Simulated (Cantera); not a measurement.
An isothermal, constant-pressure homogeneous reactor starts with 51.5 % N2O, 0.515 % H2, 47.9 % N2, at 1150 K and 38000 Pa.

Detailed kinetics in Cantera: GRI-Mech 3.0 (53 species, 325 reactions). GRI-Mech 3.0 was tuned for natural gas; its chemistry of N2O as a main component is partial and can be far from experiment. The mechanism lacks the step 2 NO + O2 → 2 NO2, which can matter for NO2 below about 1400 K. The temperature is held fixed by assumption; the heat of reaction is taken as removed at once.

One state of this run: x N2O = 0.213; x H2 = 3.53e-9; x NO = 0.0177; x H2O = 0.00454; x NO2 = 0.000146; x OH = 3.87e-6; x N2 = 0.655. x: mole fraction; the columns are a selection and need not sum to one.

### Question
Which value of t (s) does it belong to?
(A) 0.258
(B) 0.00227
(C) 2.76
(D) 9.00

### Answer
D, 9.00
